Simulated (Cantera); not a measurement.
Input: 1 mol Si, 3.3 mol HCl, 6.3 mol H2, at 1.50 bar.

Equilibrium computed with Cantera from the NASA thermochemical tables; the gas is ideal and each condensed phase is pure. Candidate condensed phases: Si; 19 gas species. Gases not in the tables: Si2H6 and higher silanes. Kinetics and transport are ignored.

### Question
Which condensed phases are stable at each of these points (T (°C)): 227, 327, 427, 527, 627, 727, 827, 927, 1027, 1127, 1227, 1327, 1427?

### Answer
| T (°C) | condensed phases | Si condensed (%) |
|---|---|---|
| 227 | Si(s) | 6.0 |
| 327 | Si(s) | 6.1 |
| 427 | Si(s) | 6.4 |
| 527 | Si(s) | 6.8 |
| 627 | Si(s) | 7.6 |
| 727 | Si(s) | 8.9 |
| 827 | Si(s) | 11.1 |
| 927 | Si(s) | 13.7 |
| 1027 | Si(s) | 15.9 |
| 1127 | Si(s) | 16.1 |
| 1227 | Si(s) | 13.6 |
| 1327 | Si(s) | 9.8 |
| 1427 | Si(l) | 7.0 |

From 227 °C to 1327 °C the condensed part is Si(s). At 1427 °C the condensed part is Si(l).
